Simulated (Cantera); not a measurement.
A closed system holds: 1 mol (CH3)2SiCl2, 1.1 mol HCl, 690 mol H2, held at 25.5 Torr.

Cantera equilibrium calculation (NASA polynomials, part measured and part estimated; ideal gas, pure solids and liquids). Candidate condensed phases: C, C6H6, C7H8, C8H18, Si, SiC; 109 gas species. The feed counts by its element totals alone. The numbers say what is thermodynamically allowed, not how fast it happens.

Task: At 1423 K, list the 4 most abundant gas species with their mole fractions, and the condensed phases.

Result: H2 0.995, HCl 0.00446, CH4 0.000128, H 3.59e-5. Condensed: C(graphite) + SiC(s).
